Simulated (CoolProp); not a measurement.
Vapour-liquid equilibrium of n-butane (1) + benzene (2) at 290.8 K; x and y are mole fractions of (1).

The numbers come from the multi-fluid Helmholtz-energy mixture model, Bücker 2006 and Thol 2012; pair parameters Bell 2016 in CoolProp.

Give the bubble pressure and the first vapour's composition at x = 0.275, 0.5, 0.8. Is there an azeotrope?

x = 0.275: 76.71 kPa, y = 0.911; x = 0.5: 118.6 kPa, y = 0.955; x = 0.8: 160.8 kPa, y = 0.982. No azeotrope shows between x = 0.05 and 0.95.

The pair parameters rest on a limited set of measurements; away from them the model extrapolates.
